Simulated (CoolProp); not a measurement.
Values from CoolProp's reference Helmholtz-energy equation of state, Bücker 2006.

**Question.** Give the vapour pressure (kPa), liquid density (kg/m³), liquid cp (kJ/(kg K)), surface tension (mN/m) of saturated n-butane at 59.45, 80.05, 90.35 °C.

**Answer.** 
```json
[
 {"T (°C)": "59.45", "p (kPa)": "630", "liquid density (kg/m³)": "530", "liquid cp (kJ/(kg K))": "2.67", "surface tension (mN/m)": "8.13"},
 {"T (°C)": "80.05", "p (kPa)": "1010", "liquid density (kg/m³)": "500", "liquid cp (kJ/(kg K))": "2.85", "surface tension (mN/m)": "6.00"},
 {"T (°C)": "90.35", "p (kPa)": "1260", "liquid density (kg/m³)": "484", "liquid cp (kJ/(kg K))": "2.97", "surface tension (mN/m)": "4.97"}
]
```

Surface tension comes from a separate correlation (Mulero 2012).
